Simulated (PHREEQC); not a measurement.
Solution (5 °C): 0.17 mol/kgw NH4HF2, 0.00027 mol/kgw (NH4)2SiF6, 0.0016 mol/kgw H3BO3 and 0.056 mol/kgw HCl. Closed to the air; pH follows from the charge balance.

The numbers come from PHREEQC with the ion-association model, wateq4f.dat.

| Item | Result |
|---|---|
| pH | 2.83 |
| ionic strength | 0.173 mol/kgw |
| activity of water | 0.992 |
| total alkalinity | -227 meq/kg |

```
species    molality  activity   log γ
---------  --------  --------  ------
NH4+          0.171     0.130  -0.119
HF           0.0950    0.0989   0.017
F-           0.0873    0.0633  -0.139
Cl-          0.0560    0.0409  -0.137
H2F2         0.0487    0.0507   0.017
HF2-         0.0269    0.0195  -0.139
H+          0.00182   0.00147  -0.093
BF4-        0.00160   0.00112  -0.153
SiF6-2     0.000270   8.73e-5  -0.490
BF3OH-      4.06e-6   2.85e-6  -0.153
BF2(OH)2-   2.67e-8   1.87e-8  -0.153
NH3         1.10e-8   1.10e-8   0.000
```

This is a speciation only: nothing precipitates in the calculation. Species that the database lacks are ignored. wateq4f.dat counts part of the HF as a dimer, H2F2, which phreeqc.dat doesn't know; its constant is uncertain. Constants without temperature data keep their 25 °C values here. SiF6-2 is the database's only silicon fluoride. Real BF4- forms and hydrolyses slowly; the run takes it at equilibrium.
